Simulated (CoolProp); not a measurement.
Values from CoolProp's reference Helmholtz-energy equation of state, Lemmon and Jacobsen 2000.

Problem. For R143a, give the phase and the cp (kJ/(kg K)), speed of sound (m/s), Prandtl number at 22.15 °C and 0.101 MPa.

Solution. 
- 22.15 °C and 0.101 MPa: gas; cp 0.941, speed of sound 178, Prandtl number 0.709

Viscosity comes from a separate model (Klein 1997), an estimate that may be off by 10 % or more. Thermal conductivity comes from a separate model (McLinden 2000), an estimate that may be off by 10 % or more.
